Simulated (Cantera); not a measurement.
What does this Cantera script print?

```python
import numpy as np
import cantera as ct

gas_names = """
    Ba BaF BaF2 F F2 H HF H2 H2F2 H3F3 H4F4 H5F5 H6F6 H7F7
""".split()
cond_names = """
    Ba(cr) Ba(L) BaF2(a) BaF2(b,c) BaF2(L)
""".split()


# ... load() reads the species with a 1 bar reference pressure and builds the phases ...
atoms = {
    'BaF2': {'Ba': 1, 'F': 2},
    'HF': {'H': 1, 'F': 1},
    'H2': {'H': 2},
}
top_T = {}  # K; cautious upper limits of use, not melting points


# ... equilibrate(T, P, feed) seeds the gas with the atoms and calls Mixture.equilibrate('TP', solver="vcs", rtol=1e-11, max_steps=5000) ...
results = []
feed = {'BaF2': 1, 'HF': 0.3, 'H2': 15}  # mol
P = 1000  # Pa
for T in [950, 1050, 1150, 1250, 1350, 1450, 1550, 1650, 1750, 1850, 1950, 2050, 2150]:
    mix = equilibrate(T, P, feed)
    results.append((T, P, feed, dict(zip(mix.species_names, mix.species_moles))))
    x = sorted(zip(gas.X, gas.species_names), reverse=True)
    print(f"T = {T:g} K  P = {P:g} Pa  gas = {mix.phase_moles(0):.4g} mol")
    print("   x: " + "  ".join(f"{s} {v:.3e}" for v, s in x if v > 0.001))
    print("   condensed (mol): " + ("  ".join(f"{mix.phase(i).name} {mix.phase_moles(i):.4g}"
          for i in range(1, mix.n_phases) if mix.phase_moles(i) > 1e-12) or "none"))
```

Output:

```
T = 950 K  P = 1000 Pa  gas = 15.3 mol
   x: H2 9.804e-01  HF 1.961e-02
   condensed (mol): BaF2(a) 1
T = 1050 K  P = 1000 Pa  gas = 15.3 mol
   x: H2 9.804e-01  HF 1.961e-02
   condensed (mol): BaF2(a) 1
T = 1150 K  P = 1000 Pa  gas = 15.3 mol
   x: H2 9.804e-01  HF 1.961e-02
   condensed (mol): BaF2(a) 1
T = 1250 K  P = 1000 Pa  gas = 15.3 mol
   x: H2 9.804e-01  HF 1.961e-02
   condensed (mol): BaF2(a) 0.9999
T = 1350 K  P = 1000 Pa  gas = 15.3 mol
   x: H2 9.802e-01  HF 1.961e-02
   condensed (mol): BaF2(a) 0.9981
T = 1450 K  P = 1000 Pa  gas = 15.32 mol
   x: H2 9.792e-01  HF 1.959e-02  BaF2 1.159e-03
   condensed (mol): BaF2(a) 0.9821
T = 1550 K  P = 1000 Pa  gas = 15.42 mol
   x: H2 9.723e-01  HF 1.958e-02  BaF2 7.721e-03
   condensed (mol): BaF2(b,c) 0.8789
T = 1650 K  P = 1000 Pa  gas = 15.97 mol
   x: H2 9.378e-01  BaF2 3.940e-02  HF 2.037e-02  BaF 1.591e-03
   condensed (mol): BaF2(L) 0.3452
T = 1750 K  P = 1000 Pa  gas = 16.36 mol
   x: H2 9.136e-01  BaF2 5.649e-02  HF 2.300e-02  BaF 4.633e-03  H 2.223e-03
   condensed (mol): none
T = 1850 K  P = 1000 Pa  gas = 16.41 mol
   x: H2 9.076e-01  BaF2 5.291e-02  HF 2.636e-02  BaF 7.988e-03  H 5.132e-03
   condensed (mol): none
T = 1950 K  P = 1000 Pa  gas = 16.49 mol
   x: H2 8.979e-01  BaF2 4.830e-02  HF 3.065e-02  BaF 1.221e-02  H 1.086e-02
   condensed (mol): none
T = 2050 K  P = 1000 Pa  gas = 16.62 mol
   x: H2 8.829e-01  BaF2 4.289e-02  HF 3.560e-02  H 2.132e-02  BaF 1.697e-02
   condensed (mol): none
T = 2150 K  P = 1000 Pa  gas = 16.82 mol
   x: H2 8.606e-01  HF 4.085e-02  H 3.912e-02  BaF2 3.703e-02  BaF 2.181e-02
   condensed (mol): none
```

Cantera equilibrium calculation (NASA polynomials, part measured and part estimated; ideal gas, pure solids and liquids).
